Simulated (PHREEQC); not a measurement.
Solution (25 °C): 0.0025 mol CuCl2 and 0.28 mol H3BO3 per kg of water. It is in equilibrium with CO2 at log p = -3.5 (atm). Otherwise closed; pH follows from the charge balance.

The numbers come from PHREEQC with the ion-association model, wateq4f.dat.

No solid was allowed to form.

Problem. What pH does the model give?

Solution. pH 4.83.

Problem. In which forms is C present?

Solution. CO2 94 %, HCO3- 3.1 %, CuHCO3+ 2.7 % of the C.

Species that the database lacks are ignored.
